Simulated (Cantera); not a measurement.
An isothermal, constant-pressure homogeneous reactor starts with 0.891 % CO, 0.940 % O2, 0.264 % H2O, 97.9 % N2, at 1273 K and 100000 Pa.

Detailed kinetics in Cantera: GRI-Mech 3.0 (53 species, 325 reactions).

One state of this run: x CO = 0.000112; x O2 = 0.00501; x H2O = 0.00264; x O = 1.00e-5; x NO2 = 5.06e-9. x: mole fraction; the columns are a selection and need not sum to one.

Q: Which value of t (s) does it belong to?
A. 0.0501
B. 0.458
C. 0.957
D. 0.0115

A: A, 0.0501
